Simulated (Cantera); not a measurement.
Thermodynamics of hydrogen reduction and annealing atmospheres, feed Ta2O5 + H2 + H2O

Feed: 1 mol Ta2O5, 6.7 mol H2, 5.6 mol H2O, equilibrated at 0.540 Torr.

Method: chemical equilibrium by Gibbs-energy minimisation in Cantera with the NASA 1993 tables (ideal gas, pure condensed phases). Candidate condensed phases: H2O, Ta, Ta2O5; 12 gas species. Equilibrium is a limit: real reactors are often held back by kinetics, nucleation or transport.

From 1302 °C to 1602 °C the condensed part is Ta2O5(s).

```
T (°C)  log p H2  log p H2O  log p H  log p OH  log p O  log p O2  log p TaO2  log p TaO  n Ta2O5(s)
------  --------  ---------  -------  --------  -------  --------  ----------  ---------  ----------
1302       -3.41      -3.48    -6.08     -7.60   -10.36    -10.77      -11.95       <-15        1.00
1352       -3.41      -3.48    -5.86     -7.31    -9.84    -10.26      -11.27       <-15        1.00
1402       -3.41      -3.49    -5.64     -7.03    -9.36     -9.78      -10.64     -14.74        1.00
1452       -3.41      -3.49    -5.44     -6.77    -8.90     -9.32      -10.04     -14.01       1.000
1502       -3.41      -3.49    -5.24     -6.53    -8.47     -8.89       -9.48     -13.33       1.000
1552       -3.41      -3.49    -5.06     -6.29    -8.06     -8.49       -8.95     -12.69       1.000
1602       -3.42      -3.49    -4.89     -6.07    -7.67     -8.10       -8.45     -12.08       1.000
```
log p: log10 of the partial pressure in bar; n: condensed amount in mol.
